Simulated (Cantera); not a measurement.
A freely propagating, adiabatic, planar premixed flame of H2 : O2 : N2 = 1 : 0.658 : 2.04 (molar parts), equivalence ratio 0.76, unburnt at 325 K and 1.00 bar; mixture-averaged transport, grid criteria slope 0.08 and curve 0.16, no radiation.

Detailed kinetics in Cantera: the H2/O2 subset of GRI-Mech 3.0, which has no nitrogen chemistry. Burning velocities carry a grid error of a few per cent, more on coarse grids.

Task: What does this change do: 0.081 parts H2O added?

Result: 
| quantity | before | after |
|---|---|---|
| laminar burning velocity | 233 cm/s | 217 cm/s |
| thermal thickness | 0.326 mm | 0.319 mm |
| peak x(H) | 0.0302 | 0.0266 |
| peak x(HO2) | 0.000527 | 0.000552 |
| peak x(H2O2) | 0.000108 | 0.000108 |

Task: What does this change do: inlet temperature 325 to 600 K?

Result: 
```csv
quantity,before,after
laminar burning velocity,233 cm/s,710 cm/s
thermal thickness,0.326 mm,0.427 mm
peak x(H),0.0302,0.0466
peak x(HO2),0.000527,0.000337
peak x(H2O2),0.000108,1.80e-5
```
